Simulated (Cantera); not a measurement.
Mixture: H2 : O2 : N2 = 1 : 0.417 : 2.79 (molar parts), at 19500 Torr, adiabatic and at constant pressure. Ignition delay is the time to a rise of 400 K.

Cantera simulation using the H2/O2 subset of GRI-Mech 3.0, which has no nitrogen chemistry; the numbers are that mechanism's predictions, not measurements. The hydrogen kinetics of GRI-Mech 3.0 are dated; newer H2 mechanisms differ, most at raised pressure. The pressure lies above the range GRI-Mech 3.0 was tuned for (to about 10 atm). Below about 950 K walls govern HO2 and H2O2 in real vessels.

Q: At T0 = 1075 K, what is the delay, and which 7 reactions control it most (d ln τ / d ln k, from doubling and halving each rate constant)?

A: The delay is 1.38 ms.
| reaction | d ln τ / d ln k | faster rate |
|---|---|---|
| H + H2O2 <=> H2 + HO2 | -0.55 | shortens it |
| 2 OH (+M) <=> H2O2 (+M) | -0.52 | shortens it |
| H + O2 <=> O + OH | -0.32 | shortens it |
| H + O2 + N2 <=> HO2 + N2 | 0.15 | lengthens it |
| 2 HO2 <=> H2O2 + O2 | 0.14 | lengthens it |
| H + O2 + M <=> HO2 + M | 0.08 | lengthens it |
| H + HO2 <=> 2 OH | -0.04 | shortens it |
